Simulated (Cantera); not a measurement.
Input: 1 mol SiCl4, 5.9 mol O3, 2.9 mol H2, 0.65 mol NO, equilibrated at 0.100 bar.

These are equilibrium values from Cantera (NASA tables, ideal gas, pure condensed phases), not measurements of a reactor. Candidate condensed phases: H2O, NH4Cl, Si, SiO2, Si2N2O, Si3N4; 47 gas species. The tables hold silica as quartz up to 1696 K and as liquid above; real silica turns to tridymite and cristobalite and melts near 1996 K. Rates play no part.

x: gas mole fraction; n: condensed amount in mol.

| T (K) | x O2 | x HCl | x H2O | x Cl | x Cl2 | x N2 | n SiO2(β-quartz) | n SiO2(condensed) |
|---|---|---|---|---|---|---|---|---|
| 1073 | 0.590 | 0.251 | 0.102 | 0.000601 | 0.0312 | 0.0255 | 1.00 | 0 |
| 1173 | 0.591 | 0.267 | 0.0930 | 0.00166 | 0.0220 | 0.0253 | 1.00 | 0 |
| 1273 | 0.592 | 0.276 | 0.0874 | ___ | ___ | 0.0252 | 1.00 | 0 |
| 1373 | 0.591 | 0.280 | 0.0845 | ___ | ___ | 0.0251 | 1.00 | 0 |
| 1473 | 0.589 | 0.280 | 0.0840 | 0.0135 | 0.00772 | 0.0249 | 1.00 | 0 |
| 1573 | 0.586 | 0.276 | 0.0854 | 0.0216 | 0.00537 | 0.0248 | 1.00 | 0 |
| 1673 | 0.582 | 0.267 | 0.0885 | 0.0320 | 0.00370 | 0.0246 | 1.00 | 0 |
| 1773 | 0.577 | 0.256 | 0.0928 | 0.0441 | 0.00253 | 0.0243 | 0 | 1.00 |
| 1873 | 0.571 | 0.243 | 0.0979 | 0.0577 | 0.00172 | 0.0240 | 0 | 1.000 |

Complete the blanks.


- 1273, x Cl: 0.00382
- 1273, x Cl2: 0.0155
- 1373, x Cl: 0.00762
- 1373, x Cl2: 0.0110
